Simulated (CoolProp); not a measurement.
A single-stage vapour-compression cycle with 1,2-dichloroethane: evaporating at 302.15 K (dew point), condensing at 372.15 K (bubble point), superheat 0 K, subcooling 8 K, compressor efficiency 0.65, no pressure losses. Each further row changes one setting.

The numbers come from the reference Helmholtz-energy equation of state, Thol 2015 in CoolProp.

```csv
case,cooling COP,pressure ratio,discharge temperature (K),refrigerating effect (kJ/kg),volumetric capacity (kJ/m³)
as stated,2.43,12.7,429.4,270,136
evaporating temperature 307.15 K,2.70,10.1,423.7,274,170
condensing temperature 367.15 K,2.66,11.0,421.8,277,139
subcooling 13 K,2.49,12.7,429.4,277,139
superheat 10 K,2.43,12.7,441.7,278,135
compressor efficiency 0.55,2.06,12.7,449.9,270,136
```
